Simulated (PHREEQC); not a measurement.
0.022 g of hydrous ferric oxide (600 m²/g; 0.2 weak and 0.005 strong sites per Fe, Dzombak-Morel constants, diffuse double layer) in 1 kg of water with 0.3 mol/kgw of an inert sodium salt, at 25 °C; the pH is set by adding NaOH or the inert anion's acid. Oxygen is held at 0.21 atm. CO2 from the air is kept out. Nothing may precipitate in this run.

Model: ion-association model, wateq4f.dat, run in PHREEQC.

```
pH    surface charge σ (C/m²)  surface potential ψ (mV)
----  -----------------------  ------------------------
3                       0.368                       126
3.38                    0.365                       125
3.75                    0.357                       124
4.12                    0.343                       122
4.5                     0.318                       118
4.88                    0.282                       112
5.25                    0.240                       104
5.62                    0.196                        94
6                       0.154                        83
6.38                    0.116                        70
6.75                    0.085                        56
7.12                    0.058                        42
7.5                     0.034                        26
7.88                    0.012                        10
8.25                   -0.008                        -6
8.62                   -0.028                       -22
9                      -0.051                       -38
```

The oxide is taken as insoluble; below pH 4 it would dissolve.
